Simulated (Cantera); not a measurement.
# SiCl4 + Cl2 + H2 + HCl (chlorosilane synthesis and conversion)

A closed system holds: 1 mol SiCl4, 0.64 mol Cl2, 18 mol H2, 0.6 mol HCl, held at 2.60 bar.

These are equilibrium values from Cantera (NASA tables, ideal gas, pure condensed phases), not measurements of a reactor. Candidate condensed phases: Si; 19 gas species. The tables' values for SiCl3 are old estimates; treat these amounts as uncertain. Kinetics and transport are ignored.

| T (K) | log p H2 | log p HCl | log p SiCl4 | log p SiHCl3 | log p SiCl3 | log p SiCl2 |
|---|---|---|---|---|---|---|
| 823 | 0.35 | -0.61 | -0.90 | -2.85 | -5.99 | -9.13 |
| 873 | 0.35 | -0.61 | -0.90 | -2.61 | -5.36 | -8.04 |
| 923 | 0.35 | -0.61 | -0.91 | -2.40 | -4.80 | -7.08 |
| 973 | 0.35 | -0.61 | -0.91 | -2.21 | -4.30 | -6.23 |
| 1023 | 0.35 | -0.60 | -0.92 | -2.05 | -3.86 | -5.46 |
| 1073 | 0.35 | -0.59 | -0.94 | -1.91 | -3.46 | -4.78 |
| 1123 | 0.34 | -0.59 | -0.95 | -1.79 | -3.11 | -4.17 |
| 1173 | 0.34 | -0.58 | -0.98 | -1.69 | -2.80 | -3.63 |
| 1223 | 0.34 | -0.57 | -1.00 | -1.61 | -2.52 | -3.14 |
| 1273 | 0.34 | -0.55 | -1.04 | -1.55 | -2.28 | -2.71 |
| 1323 | 0.34 | -0.53 | -1.08 | -1.51 | -2.08 | -2.34 |
| 1373 | 0.34 | -0.51 | -1.14 | -1.50 | -1.91 | -2.02 |
log p: log10 of the partial pressure in bar; nothing condenses.

From 823 K to 1373 K nothing is condensed. The main Si-bearing gas is SiCl4 throughout.
